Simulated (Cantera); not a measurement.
Feed: 1 mol B₂O₃, 1.6 mol N₂, 1.8 mol H₂, held at 0.0330 bar.

These are equilibrium values from Cantera (NASA tables, ideal gas, pure condensed phases), not measurements of a reactor. Candidate condensed phases: B, BN, B₂O₃, B₃O₃H₃, H₂O; 39 gas species. N₂ is the only nitrogen source here; it is nearly inert below about 1500 K, so the nitride shown seldom forms there in practice. Mutual solubility and eutectic melting of coexisting phases are not modelled. Rates play no part.

Q: What share of the B ends up in condensed phases as a function of T (K), at 925, 1025, 1125, 1225, 1325, 1425, 1525, 1625, 1725, 1825?

A: 
```tsv
T (K)	B condensed (%)	as
925	100.0	BN(s) + B₂O₃(l)
1025	100.0	BN(s) + B₂O₃(l)
1125	100.0	BN(s) + B₂O₃(l)
1225	100.0	BN(s) + B₂O₃(l)
1325	99.9	BN(s) + B₂O₃(l)
1425	99.5	BN(s) + B₂O₃(l)
1525	98.4	BN(s) + B₂O₃(l)
1625	94.3	BN(s) + B₂O₃(l)
1725	78.0	B₂O₃(l)
1825	11.8	B₂O₃(l)
```
